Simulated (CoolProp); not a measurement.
Hydrogen chloride along the isotherm 207.2 K: fugacity coefficient from the reference equation and from simpler models built on Tc = 324.7 K, pc = 83.14 bar, ω = 0.130; each cubic takes its own stable root.

The numbers come from the reference Helmholtz-energy equation of state, Thol 2018 in CoolProp.

| p (bar) | phase | reference |
|---|---|---|
| 4.62 | liquid | 0.5503 |
| 9.24 | liquid | 0.2775 |
| 13.9 | liquid | 0.1861 |
| 18.5 | liquid | 0.1410 |
| 23.1 | liquid | 0.1139 |
| 27.7 | liquid | 0.09581 |
| 32.3 | liquid | 0.08287 |
| 36.9 | liquid | 0.07316 |
| 41.6 | liquid | 0.06546 |

### Question
How far does each simpler model (van der Waals, Redlich-Kwong, Soave-Redlich-Kwong) lie from the reference over these 9 states: mean and median of the absolute difference, and the worst?

### Answer
- van der Waals: mean 239.2 %, median 262.5 %, worst +271.1 % at 207.2 K and 41.6 bar
- Redlich-Kwong: mean 19.8 %, median 19.8 %, worst +20.4 % at 207.2 K and 41.6 bar
- Soave-Redlich-Kwong: mean 0.3 %, median 0.2 %, worst +0.5 % at 207.2 K and 41.6 bar

At some of these states van der Waals gives the other phase, because its saturation line lies elsewhere.
